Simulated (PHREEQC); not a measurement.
0.61 g of hydrous ferric oxide (600 m²/g; 0.2 weak and 0.005 strong sites per Fe, Dzombak-Morel constants, diffuse double layer) in 1 kg of water with 0.001 mol/kgw of an inert sodium salt and 4.4e-06 mol Na2HAsO4, at 25 °C; the pH is set by adding NaOH or the inert anion's acid. Oxygen alone is held at its pressure in air (log pO2 = -0.68). CO2 from the air is kept out. Precipitation was switched off in this run.

Base run: PHREEQC, ion-association model, wateq4f.dat. Each further column changes one thing. The table gives surface potential ψ (mV).

| pH | base | background salt from 0.001 to 0.0001 mol/kgw | oxide from 0.61 to 3 g/kgw |
|---|---|---|---|
| 3 | 230 | 237 | 220 |
| 4.12 | 204 | 215 | 198 |
| 4.88 | 173 | 182 | 171 |
| 6 | 118 | 122 | 119 |
| 7.12 | 56 | 57 | 57 |
| 7.88 | 12 | 13 | 13 |
| 9 | -52 | -53 | -52 |

The oxide is taken as insoluble; below pH 4 it would dissolve.
